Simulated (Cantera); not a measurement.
Feed: 1 mol Al, 2.7 mol HCl, 1.4 mol H2.

Cantera equilibrium calculation (NASA polynomials, part measured and part estimated; ideal gas, pure solids and liquids). Candidate condensed phases: Al, AlCl3; 12 gas species. The tables' values for AlCl2 are old estimates. Equilibrium is a limit: real reactors are often held back by kinetics, nucleation or transport.

Task: What condenses at these points (T in °C, P in Pa): (877, 19000); (727, 19000); (927, 3700); (527, 140); (827, 5.2)?

Result: 
```tsv
T (°C)	P in Pa	condensed phases	Al condensed (%)
877	19000	gas only	0.0
727	19000	Al	7.0
927	3700	gas only	0.0
527	140	Al	8.8
827	5.2	gas only	0.0
```
